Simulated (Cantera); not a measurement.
# Hydrocarbon pyrolysis for carbon deposition

An isothermal, constant-pressure homogeneous reactor starts with 1.16 % C₂H₆, 98.6 % H₂, 0.209 % H₂O, at 1650 K and 14000 Pa.

Detailed kinetics in Cantera: GRI-Mech 3.0 (53 species, 325 reactions). GRI-Mech 3.0 stops at C3 and has no aromatics, soot or wall deposition, so with more carbon than oxygen in the feed, carbon stays in small species such as C2H2 where larger ones or solid carbon would form.

```csv
t (s),x C₂H₆,x H₂,x C₂H₄,x H,x CH₂,x CH₃,x C₂H₂
5.00e-6,0.0114,0.986,9.60e-6,9.35e-5,5.32e-9,0.000197,1.05e-9
2.15e-5,0.0101,0.985,0.000562,0.000641,1.80e-7,0.000444,2.33e-6
9.25e-5,0.00201,0.979,0.00381,0.00203,1.37e-6,0.000811,0.000453
0.000398,5.36e-6,0.979,0.00198,0.00145,4.87e-7,0.000372,0.00312
0.00171,2.04e-6,0.979,0.000351,0.000679,1.13e-7,0.000175,0.00480
0.00735,7.08e-7,0.980,6.83e-5,0.000304,2.34e-8,7.86e-5,0.00513
0.0316,4.75e-7,0.980,5.85e-5,0.000234,1.38e-8,5.99e-5,0.00521
0.136,4.37e-7,0.980,6.04e-5,0.000234,1.32e-8,5.73e-5,0.00547
0.585,3.19e-7,0.981,6.74e-5,0.000236,1.13e-8,4.87e-5,0.00636
2.51,1.33e-7,0.983,8.31e-5,0.000239,7.20e-9,3.03e-5,0.00821
10.8,4.95e-8,0.985,9.52e-5,0.000242,3.81e-9,1.56e-5,0.00955
46.5,4.09e-8,0.986,9.36e-5,0.000243,3.25e-9,1.34e-5,0.00940
200,3.80e-8,0.986,8.97e-5,0.000243,3.08e-9,1.27e-5,0.00901
```
x: mole fraction; the columns are a selection and need not sum to one.

Equilibrium at this temperature and pressure: C₂H₆ 3.77e-8, H₂ 0.986, C₂H₄ 8.93e-5, H 0.000243, CH₂ 3.06e-9, CH₃ 1.27e-5, C₂H₂ 0.00896 (gas phase only).
